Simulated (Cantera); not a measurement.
Input: 1 mol toluene, 27 mol H2, 0.31 mol O2, at 53.0 Pa.

Equilibrium computed with Cantera from the NASA thermochemical tables; the gas is ideal and each condensed phase is pure. Candidate condensed phases: C, C6H6, C7H8, C8H18, H2O; 110 gas species. The numbers say what is thermodynamically allowed, not how fast it happens.

### Question
What share of the C ends up in condensed phases as a function of T (K), at 2525, 2575, 2625, 2675, 2725, 2775, 2825?

### Answer
| T (K) | C condensed (%) | as |
|---|---|---|
| 2525 | 81.9 | C(graphite) |
| 2575 | 77.3 | C(graphite) |
| 2625 | 68.3 | C(graphite) |
| 2675 | 50.6 | C(graphite) |
| 2725 | 15.9 | C(graphite) |
| 2775 | 0.0 | - |
| 2825 | 0.0 | - |
